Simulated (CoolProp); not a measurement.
m-xylene along the isobar 0.179 MPa: density (kg/m³) from the reference equation and from simpler models built on Tc = 616.9 K, pc = 3.535 MPa, ω = 0.326; each cubic takes its own stable root.

Computed with CoolProp (reference Helmholtz-energy equation of state, Zhou 2012).

```json
[
 {"T (K)": "340.2", "phase": "liquid", "reference": "823.2"},
 {"T (K)": "375.2", "phase": "liquid", "reference": "791.2"},
 {"T (K)": "410.1", "phase": "liquid", "reference": "757.5"},
 {"T (K)": "445.1", "phase": "gas", "reference": "5.455"},
 {"T (K)": "480.1", "phase": "gas", "reference": "4.981"},
 {"T (K)": "515.1", "phase": "gas", "reference": "4.595"},
 {"T (K)": "550", "phase": "gas", "reference": "4.273"},
 {"T (K)": "585", "phase": "gas", "reference": "3.996"},
 {"T (K)": "620", "phase": "gas", "reference": "3.755"}
]
```

Q: How far does each simpler model (van der Waals, Redlich-Kwong, Soave-Redlich-Kwong, Peng-Robinson) lie from the reference over these 9 states: mean and median of the absolute difference, and the worst?

A: 
- van der Waals: mean 33.8 %, median 1.7 %, worst -99.2 % at 410.1 K and 0.179 MPa
- Redlich-Kwong: mean 15.1 %, median 0.9 %, worst -99.2 % at 410.1 K and 0.179 MPa
- Soave-Redlich-Kwong: mean 4.6 %, median 0.4 %, worst -13.4 % at 340.2 K and 0.179 MPa
- Peng-Robinson: mean 0.8 %, median 0.2 %, worst -2.5 % at 340.2 K and 0.179 MPa

At some of these states van der Waals, Redlich-Kwong gives the other phase, because its saturation line lies elsewhere.
